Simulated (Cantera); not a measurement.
Standard-state values (1 bar) from the NASA 1993 polynomials, evaluated with Cantera. Values are per mole of reaction as written; species without (g) are pure solids or liquids, kept so even where they would boil at 1 bar.

P₄O₁₀ + 6 H₂O₂(g) = 4 PH₃(g) + 11 O₂(g)

| T (K) | ΔH° (kJ) | ΔS° (J/K) | ΔG° (kJ) | log10 K |
|---|---|---|---|---|
| 425 | 3846.6 | 1454.2 | 3228.6 | -396.80 |
| 450 | (withheld) | (withheld) | (withheld) | (withheld) |
| 475 | (withheld) | (withheld) | (withheld) | (withheld) |
| 500 | 3842.0 | 1444.3 | 3119.9 | -325.92 |
| 525 | 3840.1 | 1440.5 | 3083.8 | -306.82 |
| 550 | 3838.0 | 1436.6 | 3047.8 | -289.45 |
| 575 | (withheld) | (withheld) | (withheld) | (withheld) |

Task: What belongs in the gaps?

Result: 
- 450, ΔH° (kJ): 3845.3
- 450, ΔS° (J/K): 1451.2
- 450, ΔG° (kJ): 3192.3
- 450, log10 K: -370.54
- 475, ΔH° (kJ): 3843.7
- 475, ΔS° (J/K): 1447.8
- 475, ΔG° (kJ): 3156.0
- 475, log10 K: -347.05
- 575, ΔH° (kJ): 3835.7
- 575, ΔS° (J/K): 1432.6
- 575, ΔG° (kJ): 3012.0
- 575, log10 K: -273.61
